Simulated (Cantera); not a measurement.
Feed: 1 mol HMDSO, 0.15 mol NO, 23 mol N2, equilibrated at 1000 Pa.

Equilibrium computed with Cantera from the NASA thermochemical tables; the gas is ideal and each condensed phase is pure. Candidate condensed phases: C, C6H6, C7H8, C8H18, H2O, Si, SiC, SiO2, Si2N2O, Si3N4; 151 gas species. The feed counts by its element totals alone. Mutual solubility and eutectic melting of coexisting phases are not modelled. The numbers say what is thermodynamically allowed, not how fast it happens.

x: gas mole fraction; n: condensed amount in mol.

```json
[
 {"T (°C)": "1100", "x N2": "0.707", "x H2": "0.288", "x CO": "0.00480", "x HCN": "0.000179", "x H": "(withheld)", "x SiO": "1.26e-6", "x HNC": "1.93e-6", "n C(graphite)": "5.84", "n Si2N2O(s)": "1.000", "n SiC(s)": "0"},
 {"T (°C)": "1125", "x N2": "0.707", "x H2": "0.288", "x CO": "0.00480", "x HCN": "0.000220", "x H": "(withheld)", "x SiO": "2.42e-6", "x HNC": "2.61e-6", "n C(graphite)": "5.84", "n Si2N2O(s)": "1.000", "n SiC(s)": "0"},
 {"T (°C)": "1150", "x N2": "0.707", "x H2": "0.288", "x CO": "0.00480", "x HCN": "0.000269", "x H": "(withheld)", "x SiO": "4.53e-6", "x HNC": "3.49e-6", "n C(graphite)": "5.84", "n Si2N2O(s)": "1.000", "n SiC(s)": "0"},
 {"T (°C)": "1175", "x N2": "0.706", "x H2": "0.287", "x CO": "0.00587", "x HCN": "0.000326", "x H": "(withheld)", "x SiO": "9.18e-6", "x HNC": "4.62e-6", "n C(graphite)": "5.74", "n Si2N2O(s)": "0.966", "n SiC(s)": "0.0678"},
 {"T (°C)": "1200", "x N2": "0.702", "x H2": "0.282", "x CO": "0.0152", "x HCN": "0.000387", "x H": "(withheld)", "x SiO": "2.66e-5", "x HNC": "5.98e-6", "n C(graphite)": "4.83", "n Si2N2O(s)": "0.663", "n SiC(s)": "0.673"},
 {"T (°C)": "1225", "x N2": "0.694", "x H2": "0.271", "x CO": "0.0345", "x HCN": "0.000452", "x H": "(withheld)", "x SiO": "6.71e-5", "x HNC": "7.58e-6", "n C(graphite)": "2.84", "n Si2N2O(s)": "0", "n SiC(s)": "2.00"},
 {"T (°C)": "1250", "x N2": "0.694", "x H2": "0.271", "x CO": "0.0345", "x HCN": "0.000537", "x H": "(withheld)", "x SiO": "7.44e-5", "x HNC": "9.76e-6", "n C(graphite)": "2.84", "n Si2N2O(s)": "0", "n SiC(s)": "2.00"},
 {"T (°C)": "1275", "x N2": "0.694", "x H2": "0.270", "x CO": "0.0345", "x HCN": "0.000636", "x H": "(withheld)", "x SiO": "8.22e-5", "x HNC": "1.25e-5", "n C(graphite)": "2.83", "n Si2N2O(s)": "0", "n SiC(s)": "2.00"},
 {"T (°C)": "1300", "x N2": "0.694", "x H2": "0.270", "x CO": "0.0345", "x HCN": "0.000748", "x H": "(withheld)", "x SiO": "9.05e-5", "x HNC": "1.58e-5", "n C(graphite)": "2.83", "n Si2N2O(s)": "0", "n SiC(s)": "2.00"},
 {"T (°C)": "1325", "x N2": "0.694", "x H2": "0.270", "x CO": "0.0345", "x HCN": "0.000875", "x H": "(withheld)", "x SiO": "9.94e-5", "x HNC": "1.99e-5", "n C(graphite)": "2.83", "n Si2N2O(s)": "0", "n SiC(s)": "2.00"}
]
```

### Question
What belongs in the gaps?

### Answer

- 1100, x H: 1.79e-5
- 1125, x H: 2.54e-5
- 1150, x H: 3.57e-5
- 1175, x H: 4.94e-5
- 1200, x H: 6.72e-5
- 1225, x H: 8.94e-5
- 1250, x H: 0.000120
- 1275, x H: 0.000160
- 1300, x H: 0.000211
- 1325, x H: 0.000277
